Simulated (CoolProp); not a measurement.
trans-2-butene at 298.15 K and 0.602 MPa is throttled through a valve to 0.392 MPa with no heat exchange. Each further row changes one setting.

Computed with CoolProp (reference Helmholtz-energy equation of state, Lemmon 2005). It is a short technical equation, of lower accuracy than the large ones.

| case | temperature change (K) | final phase | final density (kg/m³) |
|---|---|---|---|
| as stated | ? | liquid | 599 |
| outlet pressure 0.118 MPa | -20.1 | ? | ? |
| outlet pressure 0.51 MPa | ? | liquid | 599 |

Task: Some entries are withheld; supply them.

Result: 
- as stated, temperature change (K): +0.1
- outlet pressure 0.118 MPa, final phase: two-phase, vapour fraction 0.115
- outlet pressure 0.118 MPa, final density (kg/m³): 25.2
- outlet pressure 0.51 MPa, temperature change (K): +0.0
